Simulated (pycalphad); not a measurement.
**Effect of Cu content in Si-Cu**

All values are pycalphad results on the COST 507 light-alloy database (1999) (1 atm), not direct measurements. These are 1990s assessments: newer ones move some temperatures and phases. Phase fractions are per mole of atoms.

### Question
One of these alloys has its liquidus at 1082 K, its solidus at 1074 K, and holds CU19SI6_ETA 0.91, DIAMOND_A4 0.09 at 1000 K. Which?
(A) Si-54.37Cu (wt.%)
(B) Si-83.43Cu (wt.%)
(C) Si-32.05Cu (wt.%)

### Answer
B, Si-83.43Cu (wt.%). The others: Si-32.05Cu (wt.%), liquidus 1584, solidus 1074; Si-54.37Cu (wt.%), liquidus 1461, solidus 1074

Database names, with the compositions (at.%) that they take in these runs: CU19SI6_ETA: Cu 76 Si 24. DIAMOND_A4 is diamond (Si).
